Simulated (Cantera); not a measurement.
Input (Python, Cantera) and output of one run.

```python
import numpy as np
import cantera as ct

gas_names = """
    N NO NO2 NO3 N2 N2O O O2 O3 Si SiN SiO SiO2 Si2 Si2N Si3
""".split()
cond_names = """
    Si(cr) Si(L) SiO2(Lqz) SiO2(hqz) SiO2(L) Si2N2O(s) Si3N4(a)
""".split()


def load(file, names, dense=False):
    # The tables refer to 1 bar. Condensed volumes are neglected.
    table = {s.name: s for s in ct.Species.list_from_file(file)}
    out = []
    for n in names:
        d = dict(table[n].input_data)
        d["thermo"] = dict(d["thermo"], **{"reference-pressure": 1e5})
        if dense:
            d["equation-of-state"] = {"model": "constant-volume", "density": "1e6 g/cm^3"}
        out.append(ct.Species.from_dict(d))
    return out


gas = ct.Solution(thermo="ideal-gas", species=load("nasa_gas.yaml", gas_names))
cond = {s.name: ct.Solution(thermo="fixed-stoichiometry", species=[s], name=s.name)
        for s in load("nasa_condensed.yaml", cond_names, dense=True)}
atoms = {
    'Si3N4': {'Si': 3, 'N': 4},
    'N2O': {'N': 2, 'O': 1},
    'N2': {'N': 2},
}
top_T = {'Si2N2O(s)': 2100, 'Si3N4(a)': 2400}  # K; cautious upper limits of use, not melting points


def equilibrate(T, P, feed):
    n = {}
    for name, mol in feed.items():
        for a, k in atoms[name].items():
            n[a] = n.get(a, 0.0) + k * mol
    gas.TPX = T, P, n
    mass = sum(n.values()) * gas.mean_molecular_weight
    gas.equilibrate("TP")
    valid = [c for c in cond.values() if c.min_temp <= T <= top_T.get(c.name, c.max_temp)]
    mix = ct.Mixture([(gas, mass / gas.mean_molecular_weight)] + [(c, 0.0) for c in valid])
    mix.T, mix.P = T, P
    mix.equilibrate("TP", solver="vcs", rtol=1e-11, max_steps=5000)
    return mix


results = []
T = 1225  # K
P = 650  # Pa
for m in [0.28, 0.4, 0.53, 0.66, 0.78, 0.91, 1, 1.2, 1.3, 1.4, 1.5, 1.7]:
    feed = {'Si3N4': 1, 'N2O': m, 'N2': 1.4}  # mol
    mix = equilibrate(T, P, feed)
    results.append((T, P, feed, dict(zip(mix.species_names, mix.species_moles))))

top = {s: max(r[3][s] / sum(r[3][g] for g in gas_names) for r in results) for s in gas_names}
cols = sorted((s for s in top if top[s] > 0.0001), key=lambda s: -top[s])[:6]
seen = [c for c in cond_names if any(r[3].get(c, 0) > 1e-12 for r in results)]
print("log10 of partial pressures in bar; condensed amounts in mol")
print(f"{'n(N2O)':>10s}" + "".join(f"{s[:9]:>10s}" for s in cols + seen))
for T, P, feed, n in results:
    ng = sum(n[g] for g in gas_names)
    print(f"{feed['N2O']:10.4g}" + "".join(f"{np.log10(max(n[s] / ng * P / 1e5, 1e-99)):10.3f}" for s in cols)
          + "".join(f"{n.get(c, 0):10.4g}" for c in seen))
```

Output:

```
log10 of partial pressures in bar; condensed amounts in mol
    n(N2O)        N2 SiO2(hqz) Si2N2O(s)  Si3N4(a)
      0.28    -2.187         0      0.28    0.8133
       0.4    -2.187         0       0.4    0.7333
      0.53    -2.187         0      0.53    0.6467
      0.66    -2.187         0      0.66      0.56
      0.78    -2.187         0      0.78      0.48
      0.91    -2.187         0      0.91    0.3933
         1    -2.187         0         1    0.3333
       1.2    -2.187         0       1.2       0.2
       1.3    -2.187         0       1.3    0.1333
       1.4    -2.187         0       1.4   0.06667
       1.5    -2.187         0       1.5  8.51e-10
       1.7    -2.187    0.1333     1.433         0
```

Equilibrium computed with Cantera from the NASA thermochemical tables; the gas is ideal and each condensed phase is pure. Mutual solubility and eutectic melting of coexisting phases are not modelled. The tables hold silica as quartz up to 1696 K and as liquid above; real silica turns to tridymite and cristobalite and melts near 1996 K.
